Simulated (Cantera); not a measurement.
Input: 1 mol Hg, 0.06 mol O₂, 0.59 mol N₂, at 5.70 bar.

Method: chemical equilibrium by Gibbs-energy minimisation in Cantera with the NASA 1993 tables (ideal gas, pure condensed phases). Candidate condensed phases: Hg, HgO; 10 gas species. Kinetics and transport are ignored.

x: gas mole fraction; n: condensed amount in mol.

| T (K) | x Hg | x N₂ | x O₂ | x NO | x NO₂ | x O | x N₂O | n HgO(s) |
|---|---|---|---|---|---|---|---|---|
| 723 | 0.599 | 0.398 | 0.00281 | 3.81e-8 | … | <1e-12 | 8.10e-12 | 0.112 |
| 773 | 0.606 | 0.358 | 0.0364 | 3.48e-7 | … | <1e-12 | 6.32e-11 | 0 |
| 823 | 0.606 | 0.358 | 0.0364 | 8.24e-7 | … | <1e-12 | 1.37e-10 | 0 |
| 873 | 0.606 | 0.358 | 0.0364 | 1.77e-6 | … | <1e-12 | 2.73e-10 | 0 |
| 923 | 0.606 | 0.358 | 0.0364 | 3.50e-6 | … | <1e-12 | 5.06e-10 | 0 |
| 973 | 0.606 | 0.358 | 0.0364 | 6.46e-6 | … | 5.40e-12 | 8.80e-10 | 0 |
| 1023 | 0.606 | 0.358 | 0.0364 | 1.12e-5 | … | 2.49e-11 | 1.45e-9 | 0 |
| 1073 | 0.606 | 0.358 | 0.0364 | 1.85e-5 | … | 9.94e-11 | 2.29e-9 | 0 |
| 1123 | 0.606 | 0.358 | 0.0363 | 2.92e-5 | … | 3.51e-10 | 3.48e-9 | 0 |
| 1173 | 0.606 | 0.358 | 0.0363 | 4.44e-5 | … | 1.12e-9 | 5.09e-9 | 0 |
| 1223 | 0.606 | 0.358 | 0.0363 | 6.51e-5 | … | 3.23e-9 | 7.24e-9 | 0 |
| 1273 | 0.606 | 0.358 | 0.0363 | 9.27e-5 | … | 8.58e-9 | 1.00e-8 | 0 |
| 1323 | 0.606 | 0.358 | 0.0363 | 0.000128 | … | 2.12e-8 | 1.36e-8 | 0 |

Question: Fill in the missing entries.

Answer: 
- 723, x NO₂: 8.28e-9
- 773, x NO₂: 1.45e-7
- 823, x NO₂: 1.99e-7
- 873, x NO₂: 2.62e-7
- 923, x NO₂: 3.36e-7
- 973, x NO₂: 4.21e-7
- 1023, x NO₂: 5.15e-7
- 1073, x NO₂: 6.19e-7
- 1123, x NO₂: 7.32e-7
- 1173, x NO₂: 8.54e-7
- 1223, x NO₂: 9.83e-7
- 1273, x NO₂: 1.12e-6
- 1323, x NO₂: 1.27e-6
